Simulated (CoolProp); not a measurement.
Vapour-liquid equilibrium of R227EA (1) + isobutane (2) at 0.122 MPa; x and y are mole fractions of (1).

Model: multi-fluid Helmholtz-energy mixture model, Lemmon 2016 and Bücker 2006; pair parameters Bell 2016, in CoolProp.

```tsv
x	bubble temperature, mixture model (K)	bubble temperature, Raoult's law (K)	y, mixture model	y, Raoult's law
0.05	261.0	265.9	0.212	0.061
0.125	256.9	265.5	0.364	0.149
0.2	255.0	265.1	0.437	0.234
0.275	254.1	264.7	0.476	0.317
0.35	253.7	264.3	0.499	0.397
0.425	253.5	263.9	0.515	0.474
0.5	253.4	263.5	0.530	0.550
0.575	253.4	263.1	0.546	0.623
0.65	253.6	262.8	0.567	0.693
0.725	253.9	262.4	0.599	0.762
0.8	254.6	262.1	0.647	0.830
0.875	256.1	261.7	0.726	0.895
0.95	258.6	261.4	0.859	0.958
```

The largest gap from Raoult's law is -10.6 K in bubble temperature, at x = 0.35. y crosses x between x = 0.5 and 0.575: the model has an azeotrope there.

The pair parameters rest on a limited set of measurements; away from them the model extrapolates.
